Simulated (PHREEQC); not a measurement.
Consider water at 54 °C with 0.088 mol/kgw HF, 0.0054 mol/kgw NH4HF2 and 0.0017 mol/kgw H3PO4. Closed to the air; pH follows from the charge balance.

All values are PHREEQC results (ion-association model, phreeqc.dat), not measurements.

Precipitation was switched off in this run.

Problem. What pH, ionic strength does the model give?

Solution. pH 2.29; ionic strength 0.0110 mol/kgw.

Problem. In which forms is P present?

Solution. H2PO4- 52 %, H3PO4 48 % of the P.

Species that the database lacks are ignored. Away from 25 °C the constants follow the database's enthalpies or fits; those with neither stay at their 25 °C values.
